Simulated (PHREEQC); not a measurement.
Dissolve 12 mmol/kgw KOH and 92 mmol/kgw KH2PO4 at 20 °C. Closed to the air; pH follows from the charge balance.

Equilibrium calculation in PHREEQC: ion-association model, phreeqc.dat.

Q: The ionic strength comes out as 0.114 mol/kgw. What activity coefficients do KHPO4-, H+, K+, HPO4-2, H2PO4- get?

A: KHPO4- 0.78, H+ 0.82, K+ 0.76, HPO4-2 0.36, H2PO4- 0.78.

This is a speciation only: nothing precipitates in the calculation. Species that the database lacks are ignored.
